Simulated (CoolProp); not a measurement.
A single-stage vapour-compression cycle with the fluid: evaporating at 213.15 K (dew point), condensing at 270.15 K (bubble point), superheat 10 K, subcooling 5 K, compressor efficiency 0.65, no pressure losses. The same conditions are run with several fluids, on thermodynamics alone (safety and materials aside).

Values from CoolProp's reference Helmholtz-energy equation of state of each fluid (fluoroethane (R161): Wu 2012; R143a: Lemmon and Jacobsen 2000; R134a: Tillner-Roth 1994; CH2F2 (R32): Tillner-Roth 1997; dimethyl ether: Wu 2011).

```tsv
fluid	cooling COP	pressure ratio	discharge temperature (K)	refrigerating effect (kJ/kg)	volumetric capacity (kJ/m³)
fluoroethane (R161)	1.98	[?]	371.5	355	296
R143a	1.95	10.6	329.5	172	425
R134a	1.99	16.5	338.7	179	158
CH2F2 (R32)	1.88	11.4	419.4	314	587
dimethyl ether	[?]	14.8	365.3	[?]	163
```

Fill in the missing entries.


- fluoroethane (R161), pressure ratio: 12.4
- dimethyl ether, cooling COP: 2.01
- dimethyl ether, refrigerating effect (kJ/kg): 400
